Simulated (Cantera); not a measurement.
Equilibrium for hydrogen reduction and annealing atmospheres: CuO + H2

A closed system holds: 1 mol CuO, a varied amount of H2, equilibrated at 1723.15 K and 31.0 Pa.

Equilibrium computed with Cantera from the NASA thermochemical tables; the gas is ideal and each condensed phase is pure. Candidate condensed phases: Cu, CuO, Cu(OH)2, Cu2O, H2O; 12 gas species. Equilibrium is a limit: real reactors are often held back by kinetics, nucleation or transport.

From 0.72 mol H2 to 23 mol H2 nothing is condensed. The main Cu-bearing gas is Cu throughout.

```tsv
n(H2) (mol)	log p H2	log p Cu	log p H2O	log p O2	log p H	log p OH
0.72	-6.20	-3.78	-3.93	-4.64	-6.84	-5.83
1.3	-4.40	-3.87	-3.87	-8.13	-5.94	-6.67
2.3	-3.92	-4.03	-4.03	-9.41	-5.70	-7.07
4.1	-3.73	-4.22	-4.22	-10.16	-5.60	-7.35
7.2	-3.63	-4.42	-4.42	-10.77	-5.56	-7.61
13	-3.58	-4.66	-4.66	-11.34	-5.53	-7.87
23	-3.55	-4.89	-4.89	-11.87	-5.51	-8.12
```
log p: log10 of the partial pressure in bar; nothing condenses.
